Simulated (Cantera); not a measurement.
A closed system holds: 1 mol SiH₄, 0.55 mol CH₄, 3.1 mol H₂, held at 1330 Pa.

Method: chemical equilibrium by Gibbs-energy minimisation in Cantera with the NASA 1993 tables (ideal gas, pure condensed phases). Candidate condensed phases: C, C₆H₆, C₇H₈, C₈H₁₈, Si, SiC; 87 gas species. Mutual solubility and eutectic melting of coexisting phases are not modelled. Kinetics and transport are ignored. All values below are at 952 °C.

Base state: H₂ 1.000 (mole fractions); condensed: Si(s) + SiC(s).

What changes in the equilibrium state with this change: SiH₄ replaced by Si(CH₃)₄?


```
species            before     after
----------------  -------  --------
H₂                  1.000     1.000
CH₄               3.43e-7  0.000175
Si(s), mol          0.450         0
SiC(s), mol         0.550      1.00
C(graphite), mol        0      3.55
```
